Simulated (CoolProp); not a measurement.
A simple Rankine cycle with cyclopentane: condensing at 293.15 K, boiler at 0.794 MPa, turbine inlet 442.8 K, turbine efficiency 0.6, pump efficiency 0.7, no recuperator. Each further row changes one setting.

The numbers come from the reference Helmholtz-energy equation of state, Gedanitz 2015 in CoolProp.

```csv
case,thermal efficiency (%),net work (kJ/kg),heat in (kJ/kg),turbine exit temperature (K),volume ratio over the turbine
as stated,13.3,82.9,622,385.2,?
turbine inlet 462.8 K,13.3,88.0,?,406.5,22.0
condensing temperature 285.15 K,14.3,91.1,?,379.9,?
boiler pressure 0.556 MPa,?,?,628,393.3,?
turbine efficiency 0.5,11.1,68.9,622,?,22.7
```

### Question
What belongs in the gaps?

### Answer

- as stated, volume ratio over the turbine: 22.2
- turbine inlet 462.8 K, heat in (kJ/kg): 663
- condensing temperature 285.15 K, heat in (kJ/kg): 636
- condensing temperature 285.15 K, volume ratio over the turbine: 30.7
- boiler pressure 0.556 MPa, thermal efficiency (%): 12.1
- boiler pressure 0.556 MPa, net work (kJ/kg): 75.9
- boiler pressure 0.556 MPa, volume ratio over the turbine: 15.3
- turbine efficiency 0.5, turbine exit temperature (K): 393.7
